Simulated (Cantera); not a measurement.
Input (Python, Cantera) and output of one run.

```python
import numpy as np
import cantera as ct

gas_names = """
    Cr CrN H H2 N NH NH2 NH3 N2 N2H2 N2H4
""".split()
cond_names = """
    Cr(cr) Cr(L) CrN(s) Cr2N(s)
""".split()


def load(file, names, dense=False):
    # The tables refer to 1 bar. Condensed volumes are neglected.
    table = {s.name: s for s in ct.Species.list_from_file(file)}
    out = []
    for n in names:
        d = dict(table[n].input_data)
        d["thermo"] = dict(d["thermo"], **{"reference-pressure": 1e5})
        if dense:
            d["equation-of-state"] = {"model": "constant-volume", "density": "1e6 g/cm^3"}
        out.append(ct.Species.from_dict(d))
    return out


gas = ct.Solution(thermo="ideal-gas", species=load("nasa_gas.yaml", gas_names))
cond = {s.name: ct.Solution(thermo="fixed-stoichiometry", species=[s], name=s.name)
        for s in load("nasa_condensed.yaml", cond_names, dense=True)}
atoms = {
    'Cr': {'Cr': 1},
    'NH3': {'N': 1, 'H': 3},
    'H2': {'H': 2},
}
top_T = {'CrN(s)': 1900, 'Cr2N(s)': 1900}  # K; cautious upper limits of use, not melting points


def equilibrate(T, P, feed):
    n = {}
    for name, mol in feed.items():
        for a, k in atoms[name].items():
            n[a] = n.get(a, 0.0) + k * mol
    gas.TPX = T, P, n
    mass = sum(n.values()) * gas.mean_molecular_weight
    gas.equilibrate("TP")
    valid = [c for c in cond.values() if c.min_temp <= T <= top_T.get(c.name, c.max_temp)]
    mix = ct.Mixture([(gas, mass / gas.mean_molecular_weight)] + [(c, 0.0) for c in valid])
    mix.T, mix.P = T, P
    mix.equilibrate("TP", solver="vcs", rtol=1e-11, max_steps=5000)
    return mix


results = []
P = 100000  # Pa
for T in [973, 1048, 1123, 1198, 1273, 1348, 1423, 1498, 1573, 1648, 1723, 1798, 1873]:
    for m in [0.21, 0.65, 1.1, 1.5, 2, 2.4, 2.9, 3.3, 3.8, 4.2, 4.7]:
        feed = {'Cr': 1, 'NH3': m, 'H2': 220}  # mol
        mix = equilibrate(T, P, feed)
        results.append((T, P, feed, dict(zip(mix.species_names, mix.species_moles))))

for T, P, feed, n in results:
    print(f"{T:7g} {feed['NH3']:10.4g}  " + (" + ".join(c for c in cond_names if n.get(c, 0) > 1e-12) or "gas only"))
```

Output:

```
    973       0.21  Cr(cr) + Cr2N(s)
    973       0.65  Cr2N(s)
    973        1.1  CrN(s) + Cr2N(s)
    973        1.5  CrN(s)
    973          2  CrN(s)
    973        2.4  CrN(s)
    973        2.9  CrN(s)
    973        3.3  CrN(s)
    973        3.8  CrN(s)
    973        4.2  CrN(s)
    973        4.7  CrN(s)
   1048       0.21  Cr(cr) + Cr2N(s)
   1048       0.65  Cr2N(s)
   1048        1.1  Cr2N(s)
   1048        1.5  Cr2N(s)
   1048          2  Cr2N(s)
   1048        2.4  CrN(s) + Cr2N(s)
   1048        2.9  CrN(s)
   1048        3.3  CrN(s)
   1048        3.8  CrN(s)
   1048        4.2  CrN(s)
   1048        4.7  CrN(s)
   1123       0.21  Cr(cr) + Cr2N(s)
   1123       0.65  Cr2N(s)
   1123        1.1  Cr2N(s)
   1123        1.5  Cr2N(s)
   1123          2  Cr2N(s)
   1123        2.4  Cr2N(s)
   1123        2.9  Cr2N(s)
   1123        3.3  Cr2N(s)
   1123        3.8  Cr2N(s)
   1123        4.2  Cr2N(s)
   1123        4.7  Cr2N(s)
   1198       0.21  Cr(cr) + Cr2N(s)
   1198       0.65  Cr(cr) + Cr2N(s)
   1198        1.1  Cr2N(s)
   1198        1.5  Cr2N(s)
   1198          2  Cr2N(s)
   1198        2.4  Cr2N(s)
   1198        2.9  Cr2N(s)
   1198        3.3  Cr2N(s)
   1198        3.8  Cr2N(s)
   1198        4.2  Cr2N(s)
   1198        4.7  Cr2N(s)
   1273       0.21  Cr(cr)
   1273       0.65  Cr(cr)
   1273        1.1  Cr(cr) + Cr2N(s)
   1273        1.5  Cr2N(s)
   1273          2  Cr2N(s)
   1273        2.4  Cr2N(s)
   1273        2.9  Cr2N(s)
   1273        3.3  Cr2N(s)
   1273        3.8  Cr2N(s)
   1273        4.2  Cr2N(s)
   1273        4.7  Cr2N(s)
   1348       0.21  Cr(cr)
   1348       0.65  Cr(cr)
   1348        1.1  Cr(cr)
   1348        1.5  Cr(cr)
   1348          2  Cr(cr)
   1348        2.4  Cr(cr)
   1348        2.9  Cr(cr) + Cr2N(s)
   1348        3.3  Cr(cr) + Cr2N(s)
   1348        3.8  Cr2N(s)
   1348        4.2  Cr2N(s)
   1348        4.7  Cr2N(s)
   1423       0.21  Cr(cr)
   1423       0.65  Cr(cr)
   1423        1.1  Cr(cr)
   1423        1.5  Cr(cr)
   1423          2  Cr(cr)
   1423        2.4  Cr(cr)
   1423        2.9  Cr(cr)
   1423        3.3  Cr(cr)
   1423        3.8  Cr(cr)
   1423        4.2  Cr(cr)
   1423        4.7  Cr(cr)
   1498       0.21  Cr(cr)
   1498       0.65  Cr(cr)
   1498        1.1  Cr(cr)
   1498        1.5  Cr(cr)
   1498          2  Cr(cr)
   1498        2.4  Cr(cr)
   1498        2.9  Cr(cr)
   1498        3.3  Cr(cr)
   1498        3.8  Cr(cr)
   1498        4.2  Cr(cr)
   1498        4.7  Cr(cr)
   1573       0.21  Cr(cr)
   1573       0.65  Cr(cr)
   1573        1.1  Cr(cr)
   1573        1.5  Cr(cr)
   1573          2  Cr(cr)
   1573        2.4  Cr(cr)
   1573        2.9  Cr(cr)
   1573        3.3  Cr(cr)
   1573        3.8  Cr(cr)
   1573        4.2  Cr(cr)
   1573        4.7  Cr(cr)
   1648       0.21  Cr(cr)
   1648       0.65  Cr(cr)
   1648        1.1  Cr(cr)
   1648        1.5  Cr(cr)
   1648          2  Cr(cr)
   1648        2.4  Cr(cr)
   1648        2.9  Cr(cr)
   1648        3.3  Cr(cr)
   1648        3.8  Cr(cr)
   1648        4.2  Cr(cr)
   1648        4.7  Cr(cr)
   1723       0.21  Cr(cr)
   1723       0.65  Cr(cr)
   1723        1.1  Cr(cr)
   1723        1.5  Cr(cr)
   1723          2  Cr(cr)
   1723        2.4  Cr(cr)
   1723        2.9  Cr(cr)
   1723        3.3  Cr(cr)
   1723        3.8  Cr(cr)
   1723        4.2  Cr(cr)
   1723        4.7  Cr(cr)
   1798       0.21  Cr(cr)
   1798       0.65  Cr(cr)
   1798        1.1  Cr(cr)
   1798        1.5  Cr(cr)
   1798          2  Cr(cr)
   1798        2.4  Cr(cr)
   1798        2.9  Cr(cr)
   1798        3.3  Cr(cr)
   1798        3.8  Cr(cr)
   1798        4.2  Cr(cr)
   1798        4.7  Cr(cr)
   1873       0.21  Cr(cr)
   1873       0.65  Cr(cr)
   1873        1.1  Cr(cr)
   1873        1.5  Cr(cr)
   1873          2  Cr(cr)
   1873        2.4  Cr(cr)
   1873        2.9  Cr(cr)
   1873        3.3  Cr(cr)
   1873        3.8  Cr(cr)
   1873        4.2  Cr(cr)
   1873        4.7  Cr(cr)
```

Method: chemical equilibrium by Gibbs-energy minimisation in Cantera with the NASA 1993 tables (ideal gas, pure condensed phases). Mutual solubility and eutectic melting of coexisting phases are not modelled.
